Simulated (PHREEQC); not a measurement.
A column of 1 m (30 cells, dispersivity 0.035 m, 60 s a shift, diffusion coefficient 3e-10 m²/s) holds 0.28 eq of the database's cation exchanger X per kg of pore water, first in equilibrium with 44 mmol/kgw KBr and 0.01 mmol/kgw HCl. It is flushed with 0.081 mol SrCl2, 0.00089 mol CuCl2 and 1e-05 mol HCl per kg of water, at 25 °C. Values are for the last cell. No CO2 enters from the air. Precipitation was switched off in this run.

The series has 31 steps of pore volumes, from 0 to 6.017.

Model: ion-association model, phreeqc.dat, run in PHREEQC.

**Question.** After how many pore volumes does Sr at the outlet first reach half of its feed value?

**Answer.** By 2.6 pore volumes.

**Question.** After how many pore volumes does Cu at the outlet first reach half of its feed value?

**Answer.** By 1.8 pore volumes.

Species that the database lacks are ignored.
